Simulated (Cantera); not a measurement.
A freely propagating, adiabatic, planar premixed flame of H2 : O2 : N2 = 1 : 0.179 : 0.671 (molar parts), unburnt at 423 K and 100.0 Torr; mixture-averaged transport, grid criteria slope 0.08 and curve 0.16, no radiation.

Cantera simulation using the H2/O2 subset of GRI-Mech 3.0, which has no nitrogen chemistry; the numbers are that mechanism's predictions, not measurements. Burning velocities carry a grid error of a few per cent, more on coarse grids.

x: mole fraction of selected species; z is measured from the peak of heat release.

```csv
z (mm),T (K),u (m/s),x H2,x O2,x O,x H,x H2O,x H2O2
-17.8,423,3.50,0.541,0.0968,<1e-8,<1e-8,<1e-8,<1e-8
-11.9,423,3.50,0.541,0.0968,<1e-8,<1e-8,<1e-8,<1e-8
-8.89,423,3.50,0.541,0.0968,<1e-8,<1e-8,<1e-8,<1e-8
-5.93,423,3.50,0.541,0.0968,<1e-8,<1e-8,2.45e-8,<1e-8
-2.96,444,3.66,0.538,0.0966,(withheld),0.000247,0.000980,3.85e-6
-1.48,654,5.28,0.509,0.0906,(withheld),0.00978,0.0186,2.62e-6
0,1010,7.95,0.406,0.0550,(withheld),0.0592,0.0967,8.30e-8
1.48,1224,9.63,0.326,0.00757,(withheld),0.0952,0.188,3.20e-8
2.96,1303,10.2,0.320,0.000648,(withheld),0.0935,0.202,1.93e-8
5.93,1389,10.8,0.327,7.39e-5,(withheld),0.0827,0.204,2.11e-8
11.9,1485,11.5,0.336,5.82e-5,(withheld),0.0690,0.206,2.11e-8
23.7,1585,12.2,0.346,4.36e-5,(withheld),0.0543,0.207,1.70e-8
47.4,1679,12.8,0.356,2.77e-5,(withheld),0.0401,0.209,1.09e-8
```

Complete the blanks.


- -2.96, x O: 9.21e-6
- -1.48, x O: 0.000135
- 0, x O: 0.00175
- 1.48, x O: 0.000961
- 2.96, x O: 0.000290
- 5.93, x O: 0.000228
- 11.9, x O: 0.000205
- 23.7, x O: 0.000159
- 47.4, x O: 0.000104
